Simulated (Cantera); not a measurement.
An isothermal, constant-pressure homogeneous reactor starts with 0.818 % CO, 1.53 % O₂, 7.73 % H₂O, 89.9 % N₂, at 1423 K and 0.680 bar.

Computed with Cantera and GRI-Mech 3.0 (53 species, 325 reactions).

One state of this run: x CO = 1.37e-7; x O₂ = 0.0112; x H₂O = 0.0776; x NO = 3.42e-7; x HO₂ = 9.68e-9; x O = 1.74e-7. x: mole fraction; the columns are a selection and need not sum to one.

Which value of t (s) does it belong to?
A) 40.0
B) 0.0837
C) 0.00383
D) 0.0179

A, 40.0
